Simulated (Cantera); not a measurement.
## Hydrocarbon pyrolysis for carbon deposition

An isothermal, constant-pressure homogeneous reactor starts with 17.5 % C2H6, 82.5 % H2, at 1673 K and 100.0 Torr.

Computed with Cantera and GRI-Mech 3.0 (53 species, 325 reactions). GRI-Mech 3.0 stops at C3 and has no aromatics, soot or wall deposition, so with more carbon than oxygen in the feed, carbon stays in small species such as C2H2 where larger ones or solid carbon would form.

```tsv
t (s)	x C2H6	x H2	x CH3	x CH4	x CH2	x C2H
5.00e-5	0.0513	0.779	0.0169	0.0945	1.54e-5	5.75e-8
0.000113	0.00741	0.764	0.00844	0.144	7.55e-6	2.19e-7
0.000255	0.000968	0.767	0.00330	0.150	2.06e-6	1.81e-7
0.000577	0.000232	0.771	0.00152	0.148	5.82e-7	1.15e-7
0.00130	8.51e-5	0.775	0.000886	0.146	2.23e-7	8.29e-8
0.00294	5.39e-5	0.778	0.000714	0.143	1.52e-7	8.01e-8
0.00665	5.29e-5	0.781	0.000724	0.139	1.59e-7	9.42e-8
0.0150	5.02e-5	0.786	0.000713	0.132	1.62e-7	1.03e-7
0.0340	4.16e-5	0.794	0.000652	0.119	1.52e-7	1.12e-7
0.0767	2.85e-5	0.809	0.000544	0.0965	1.33e-7	1.27e-7
0.173	1.45e-5	0.828	0.000393	0.0664	1.04e-7	1.49e-7
0.392	5.14e-6	0.846	0.000237	0.0377	6.87e-8	1.75e-7
0.885	1.43e-6	0.858	0.000123	0.0186	3.88e-8	1.95e-7
2.00	4.71e-7	0.864	6.42e-5	0.00947	2.13e-8	2.06e-7
```
x: mole fraction; the columns are a selection and need not sum to one.

Equilibrium at this temperature and pressure: C2H6 2.68e-7, H2 0.866, CH3 4.18e-5, CH4 0.00610, CH2 1.42e-8, C2H 2.10e-7 (gas phase only).
